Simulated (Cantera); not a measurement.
Feed: 1 mol Zr, 5 mol NH3, 3.2 mol N2, at 5.40e-5 bar.

Equilibrium computed with Cantera from the NASA thermochemical tables; the gas is ideal and each condensed phase is pure. Candidate condensed phases: Zr, ZrN; 11 gas species. ZrN: taken at fixed stoichiometry. Equilibrium is a limit: real reactors are often held back by kinetics, nucleation or transport.

Task: Which condensed phases are stable at each of these points (T (°C)): 1602, 1677, 1752, 1827, 1902, 1977, 2052, 2127, 2202, 2277, 2352?

Result: 
```
T (°C)  condensed phases  Zr condensed (%)
------  ----------------  ----------------
1602              ZrN(s)             100.0
1677              ZrN(s)             100.0
1752              ZrN(s)             100.0
1827              ZrN(s)             100.0
1902              ZrN(s)             100.0
1977              ZrN(s)              99.8
2052              ZrN(s)              98.9
2127              ZrN(s)              94.4
2202              ZrN(s)              74.6
2277            gas only               0.0
2352            gas only               0.0
```

From 1602 °C to 2202 °C the condensed part is ZrN(s). From 2277 °C to 2352 °C nothing is condensed.
